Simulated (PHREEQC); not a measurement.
A solution holds 2.4 mol KOH, 0.062 mol CaCl2 and 0.39 mol NaCl per kg of water, at 47 °C. Closed to the air; pH follows from the charge balance.

Equilibrium calculation in PHREEQC: Pitzer model, pitzer.dat.

Each row changes one thing in this solution. This is a speciation only: nothing precipitates in the calculation.

```tsv
case	pH	SI of Sylvite (KCl)	SI of Halite (NaCl)
as made	13.78	-1.39	-2.78
CaCl2 left out	13.83	___	-2.93
temperature from 47 to 25 °C	14.46	___	___
NaCl from 0.39 to 0.585 mol/kgw	13.78	-1.24	-2.46
KOH from 2.4 to 0.48 mol/kgw	___	___	-2.71
NaCl from 0.39 to 0.078 mol/kgw	13.79	-1.80	-3.91
```

Fill in the missing entries.


- CaCl2 left out, SI of Sylvite (KCl): -1.52
- temperature from 47 to 25 °C, SI of Sylvite (KCl): -1.19
- temperature from 47 to 25 °C, SI of Halite (NaCl): -2.77
- KOH from 2.4 to 0.48 mol/kgw, pH: 12.80
- KOH from 2.4 to 0.48 mol/kgw, SI of Sylvite (KCl): -2.10

Complexes and solids missing from the database can't appear. Some of these states are supersaturated (in Portlandite, for instance). In brines, pH and single-ion activities rest on the MacInnes convention. At this temperature some constants are extrapolated from 25 °C, and those without enthalpy data are left unchanged.
